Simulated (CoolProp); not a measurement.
Vapour-liquid equilibrium of methanol (1) + benzene (2) at 199.95 °C; x and y are mole fractions of (1).

Model: multi-fluid Helmholtz-energy mixture model, de Reuck 1993 and Thol 2012; pair parameters Bell 2016, in CoolProp.

Q: Give the bubble pressure and the first vapour's composition at x = 0.35, 0.45, 0.75. Is there an azeotrope?

A: x = 0.35: 30.13 bar, y = 0.547; x = 0.45: 32.50 bar, y = 0.606; x = 0.75: 37.77 bar, y = 0.794. No azeotrope shows between x = 0.05 and 0.95.

Pair parameters are fitted to limited data, so mixtures are less certain than the pure fluids.
